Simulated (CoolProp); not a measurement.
Vapour-liquid equilibrium of nitrogen (1) + oxygen (2) at 74.2 kPa; x and y are mole fractions of (1).

Model: multi-fluid Helmholtz-energy mixture model, Span 2000 and Schmidt 1985; pair parameters Gernert 2013, in CoolProp.

```json
[
 {"x": "0.05", "bubble temperature, mixture model (K)": "85.8", "bubble temperature, Raoult's law (K)": "86.1", "y, mixture model": "0.192", "y, Raoult's law": "0.171"},
 {"x": "0.2", "bubble temperature, mixture model (K)": "82.6", "bubble temperature, Raoult's law (K)": "83.1", "y, mixture model": "0.531", "y, Raoult's law": "0.512"},
 {"x": "0.35", "bubble temperature, mixture model (K)": "80.4", "bubble temperature, Raoult's law (K)": "80.8", "y, mixture model": "0.706", "y, Raoult's law": "0.706"},
 {"x": "0.5", "bubble temperature, mixture model (K)": "78.7", "bubble temperature, Raoult's law (K)": "79.0", "y, mixture model": "0.814", "y, Raoult's law": "0.824"},
 {"x": "0.65", "bubble temperature, mixture model (K)": "77.3", "bubble temperature, Raoult's law (K)": "77.5", "y, mixture model": "0.889", "y, Raoult's law": "0.900"},
 {"x": "0.8", "bubble temperature, mixture model (K)": "76.2", "bubble temperature, Raoult's law (K)": "76.2", "y, mixture model": "0.945", "y, Raoult's law": "0.953"},
 {"x": "0.95", "bubble temperature, mixture model (K)": "75.1", "bubble temperature, Raoult's law (K)": "75.1", "y, mixture model": "0.988", "y, Raoult's law": "0.990"}
]
```

The largest gap from Raoult's law is -0.5 K in bubble temperature, at x = 0.2. No azeotrope shows between x = 0.05 and 0.95.

Pair parameters are fitted to limited data, so mixtures are less certain than the pure fluids.
